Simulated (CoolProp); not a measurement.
Vapour-liquid equilibrium of propylene (1) + dimethyl ether (2) at 256 K; x and y are mole fractions of (1).

Computed with CoolProp (multi-fluid Helmholtz-energy mixture model, Lemmon 2013 and Wu 2011; pair parameters Bell 2016).

```tsv
x	bubble pressure, mixture model (kPa)	bubble pressure, Raoult's law (kPa)	y, mixture model	y, Raoult's law
0.05	___	149.5	0.130	0.113
0.2	___	179.2	0.400	0.377
0.35	___	208.9	___	0.565
0.5	254.2	238.5	0.698	0.707
0.65	___	268.2	___	0.818
0.8	306.1	297.9	___	0.906
0.95	329.7	327.5	0.971	0.979
```

Task: What belongs in the gaps?

Result: 
- 0.05, bubble pressure, mixture model (kPa): 153.2
- 0.2, bubble pressure, mixture model (kPa): 191.0
- 0.35, bubble pressure, mixture model (kPa): 224.4
- 0.35, y, mixture model: 0.573
- 0.65, bubble pressure, mixture model (kPa): 281.1
- 0.65, y, mixture model: 0.797
- 0.8, y, mixture model: 0.886

The largest gap from Raoult's law is +7.4 % in bubble pressure, at x = 0.35. No azeotrope shows between x = 0.05 and 0.95.

The pair parameters rest on a limited set of measurements; away from them the model extrapolates.
